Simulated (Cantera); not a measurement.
A Cantera script and what it prints.

```python
import numpy as np
import cantera as ct

gas_names = """
    CL CLO CL2 H HCL HOCL HO2 H2 H2O H2O2 Mg MgCL MgCL2 MgH MgO MgOH MgO2H2 Mg2 O OH O2 O3
""".split()
cond_names = """
    H2O(s) H2O(L) Mg(cr) Mg(L) MgCL2(s) MgCL2(L) MgO(s) MgO(L) MgO2H2(s)
""".split()


# ... load() reads the species with a 1 bar reference pressure and builds the phases ...
atoms = {
    'MgO': {'Mg': 1, 'O': 1},
    'HCl': {'H': 1, 'CL': 1},
}
top_T = {}  # K; cautious upper limits of use, not melting points


# ... equilibrate(T, P, feed) seeds the gas with the atoms and calls Mixture.equilibrate('TP', solver="vcs", rtol=1e-11, max_steps=5000) ...
results = []
feed = {'MgO': 1, 'HCl': 19}  # mol
T = 1448.15  # K
P = 100000  # Pa
mix = equilibrate(T, P, feed)
results.append((T, P, feed, dict(zip(mix.species_names, mix.species_moles))))
x = sorted(zip(gas.X, gas.species_names), reverse=True)
print(f"T = {T:g} K  P = {P:g} Pa  gas = {mix.phase_moles(0):.4g} mol")
print("   x: " + "  ".join(f"{s} {v:.3e}" for v, s in x if v > 1e-05))
print("   condensed (mol): " + ("  ".join(f"{mix.phase(i).name} {mix.phase_moles(i):.4g}"
      for i in range(1, mix.n_phases) if mix.phase_moles(i) > 1e-12) or "none"))
```

It prints:

```
T = 1448.15 K  P = 100000 Pa  gas = 19 mol
   x: HCL 8.940e-01  MgCL2 5.262e-02  H2O 5.262e-02  CL 3.942e-04  H2 2.912e-04  CL2 9.377e-05
   condensed (mol): none
```

Cantera equilibrium calculation (NASA polynomials, part measured and part estimated; ideal gas, pure solids and liquids).
